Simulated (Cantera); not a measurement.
Gas mixture: H₂ = 0.5 (molar parts), at 0.0263 atm, frozen composition.

Cantera's kinetic-theory transport with the Lennard-Jones parameters of GRI-Mech 3.0, ideal gas; thermal conductivity in the multicomponent form.

One state of this run: ρ (kg/m³) = 0.00108; cp (J/kg/K) = 14510; μ (µPa s) = 14.1; λ (mW/m/K) = 298; Pr = 0.688; D (cm²/s) OH = 131; D (cm²/s) C₂H₂ = 77.5; D (cm²/s) NH₃ = 105. D: mixture-averaged diffusion coefficient of that species in the mixture.

Which value of T (K) does it belong to?
(A) 1400
(B) 1000
(C) 400
(D) 600

D, 600
